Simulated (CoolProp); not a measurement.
p-xylene along the isotherm 620 K: Z from the reference equation and from simpler models built on Tc = 616.2 K, pc = 3.532 MPa, ω = 0.324; each cubic takes its own stable root.

Values from CoolProp's reference Helmholtz-energy equation of state, Zhou 2012.

| p (MPa) | phase | reference | van der Waals | Redlich-Kwong | Soave-Redlich-Kwong |
|---|---|---|---|---|---|
| 0.482 | gas | 0.9481 | 0.9587 | 0.9529 | 0.9531 |
| 0.963 | gas | 0.8933 | 0.9142 | 0.9028 | 0.9032 |
| 1.44 | gas | 0.8350 | 0.8659 | 0.8490 | 0.8497 |
| 1.93 | gas | 0.7691 | 0.8105 | 0.7881 | 0.7891 |
| 2.41 | gas | 0.6957 | 0.7475 | 0.7200 | 0.7217 |
| 2.89 | gas | 0.6073 | 0.6699 | 0.6379 | 0.6406 |
| 3.37 | gas | 0.4859 | 0.5555 | 0.5220 | 0.5279 |
| 3.85 | supercritical | 0.2107 | 0.3107 | 0.2735 | 0.2814 |
| 4.33 | supercritical | 0.2097 | 0.3146 | 0.2684 | 0.2716 |
| 4.82 | supercritical | 0.2213 | 0.3315 | 0.2790 | 0.2813 |
| 5.3 | supercritical | 0.2352 | 0.3511 | 0.2930 | 0.2949 |
